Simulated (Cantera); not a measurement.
Feed: 1 mol SiF4, a varied amount of H2O, 64 mol N2, held at 748.15 K and 130 Pa.

These are equilibrium values from Cantera (NASA tables, ideal gas, pure condensed phases), not measurements of a reactor. Candidate condensed phases: H2O, Si, SiO2, Si2N2O, Si3N4; 58 gas species. Equilibrium is a limit: real reactors are often held back by kinetics, nucleation or transport.

Problem. At 7.6 mol H2O, list the 4 most abundant gas species with their mole fractions, and the condensed phases.

Solution. N2 0.870, H2O 0.0772, HF 0.0522, SiF4 0.000553. Condensed: SiO2(α-quartz).
